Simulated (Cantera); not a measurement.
Cantera with NASA thermochemical tables; ideal gases at 1 bar, condensed phases pure. Values are per mole of reaction as written; species without (g) are pure solids or liquids, kept so even where they would boil at 1 bar.

2 AlN ⇌ 2 Al(g) + N2(g), with ΔH° = 1295.4 kJ and ΔS° = 480.5 J/K at 300 K.

**Question.** How far is the shortcut ΔG° ≈ ΔH°(300 K) − T·ΔS°(300 K) from the full temperature-dependent value at 1548, 1748, 1948, 2148, 2348, 2548, 2748 K?

**Answer.** 
```tsv
T (K)	shortcut (kJ)	full (kJ)	difference (kJ)	difference in log10 K
1548	551.6	564.3	-12.8	0.43
1748	455.5	473.1	-17.6	0.53
1948	359.4	382.5	-23.1	0.62
2148	263.3	292.3	-29.1	0.71
2348	167.2	202.7	-35.5	0.79
2548	71.1	113.4	-42.3	0.87
2748	-25.0	24.6	-49.6	0.94
```
The shortcut ignores the heat-capacity change of the reaction.
